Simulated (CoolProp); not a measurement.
Vapour-liquid equilibrium of isobutane (1) + isobutene (2) at 343.8 K; x and y are mole fractions of (1).

Model: multi-fluid Helmholtz-energy mixture model, Bücker 2006 and Lemmon 2005; pair parameters Bell 2016, in CoolProp.

**Question.** Give the bubble pressure and the first vapour's composition at x = 0.2, 0.35, 0.575. Is there an azeotrope?

**Answer.** x = 0.2: 10.28 bar, y = 0.216; x = 0.35: 10.47 bar, y = 0.370; x = 0.575: 10.71 bar, y = 0.591. No azeotrope shows between x = 0.05 and 0.95.

The pair parameters rest on a limited set of measurements; away from them the model extrapolates.
